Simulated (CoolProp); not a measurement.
Vapour-liquid equilibrium of cyclohexane (1) + dimethyl carbonate (2) at 0.836 bar; x and y are mole fractions of (1).

Model: multi-fluid Helmholtz-energy mixture model, Zhou 2014 and Zhou 2011; pair parameters Bell 2016, in CoolProp.

Problem. Give the bubble temperature and the first vapour's composition at x = 0.125, 0.875, 0.95. Is there an azeotrope?

Solution. x = 0.125: 73.8 °C, y = 0.369; x = 0.875: 69.0 °C, y = 0.760; x = 0.95: 71.5 °C, y = 0.871. y crosses x between x = 0.575 and 0.65: the model has an azeotrope there.

The pair parameters rest on a limited set of measurements; away from them the model extrapolates.
